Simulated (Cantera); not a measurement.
An isothermal plug-flow reactor at 700 K and 101000 Pa (inlet), inlet velocity 0.055 m/s, active area per volume 380 1/m; feed 2.59 % CO, 10.8 % O2, 85.2 % N2, 1.40 % H2O, equivalence ratio 0.12.

Computed with Cantera and Deutschmann's 1995 Pt surface mechanism with GRI-Mech 3.0 gas chemistry. Catalytic surfaces can have several steady states; this one follows from the mechanism file's or the stated starting coverage. Mass transfer to the wall is taken as infinitely fast.

One state of this run: x CO = 0.000818; x O2 = 0.0965; x H2O = 0.0142; x CO2 = 0.0254; θ free Pt = 0.00830; θ O* = 0.989; θ OH* = 0.00212; θ CO* = 7.63e-5. x: gas mole fraction; θ: surface coverage.

Which value of z (m) does it belong to?
A) 0.0097
B) 0.0055
C) 0.097
D) 0.0031

A, 0.0097
